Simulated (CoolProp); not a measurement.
Aqueous ammonia as a coolant, 26 % by mass, freezing at -60.3 °C, 1 atm.

Computed with CoolProp (Melinder's fits for secondary coolants).

```
T (°C)  conductivity (W/(m K))  density (kg/m³)  viscosity (mPa s)  Prandtl number
------  ----------------------  ---------------  -----------------  --------------
-6.5                     0.412            918.1               2.76            28.4
-3.7                     0.417            916.8               2.51            25.5
-1                       0.422            915.4               2.30            23.1
1.7                      0.427            914.0               2.11            21.0
4.4                      0.432            912.6               1.95            19.1
7.2                      0.437            911.1               1.79            17.4
9.9                      0.441            909.6               1.66            15.9
12.6                     0.446            908.1               1.54            14.6
15.4                     0.451            906.5               1.43            13.4
18.1                     0.455            904.9               1.33            12.4
20.8                     0.460            903.3               1.24            11.4
23.5                     0.464            901.7               1.16            10.5
```
